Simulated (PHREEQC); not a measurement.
Consider water at 80 °C with 1.6 mmol/kgw HF and 0.041 mmol/kgw (NH4)2SiF6. Closed to the air; pH follows from the charge balance.

Equilibrium calculation in PHREEQC: ion-association model, phreeqc.dat.

```tsv
quantity	before	after
pH	3.31	3.31
ionic strength (mol/kgw)	0.000591	0.00219
HF (mol/kgw)	0.00125	0.00371
F- (mol/kgw)	0.000588	0.00183
HF2- (mol/kgw)	3.15e-6	2.91e-5
NH3 (mol/kgw)	2.38e-9	2.35e-9
SI of Quartz (SiO2)	-1.09	-1.11
```

### Question
What was changed between the two runs?
A) (NH4)2SiF6 from 4.1e-05 to 4.1e-06 mol/kgw
B) HF replaced by NaBF4 at the same molality
C) HF from 0.0016 to 0.00016 mol/kgw
D) diluted 2-fold with water
E) (NH4)2SiF6 from 4.1e-05 to 4.51e-05 mol/kgw

### Answer
B, HF replaced by NaBF4 at the same molality

This is a speciation only: nothing precipitates in the calculation. Constants without temperature data keep their 25 °C values here. SiF6-2 is the database's only silicon fluoride. Real BF4- forms and hydrolyses slowly; the run takes it at equilibrium.
